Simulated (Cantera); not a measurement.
Feed: 1 mol borazine, 0.22 mol H2O, held at 0.630 bar.

Equilibrium computed with Cantera from the NASA thermochemical tables; the gas is ideal and each condensed phase is pure. Candidate condensed phases: B, BN, B2O3, B3O3H3, H2O; 39 gas species. The feed counts by its element totals alone. Rates play no part. All values below are at 1873 K.

Base state: H2 0.932, N2 0.0247, HBO 0.0247, HBO2 0.00871, B2O3 0.00561, B2O2 0.00218, H2O 0.00114, H 0.000785 (mole fractions); condensed: BN(s).

### Question
What changes in the equilibrium state with this change: pressure from 0.630 bar to 0.130 bar?

### Answer
| species | before | after |
|---|---|---|
| H2 | 0.932 | 0.921 |
| HBO | 0.0247 | 0.0352 |
| N2 | 0.0247 | 0.0282 |
| HBO2 | 0.00871 | 0.00392 |
| B3O3H3 | 5.50e-5 | 6.78e-6 |
| H2O | 0.00114 | 0.000356 |
| BO | 0.000342 | 0.00108 |
| H | 0.000785 | 0.00172 |
| BN(s), mol | 2.83 | 2.81 |
The tables' values for BH2 are old estimates; treat these amounts as uncertain.
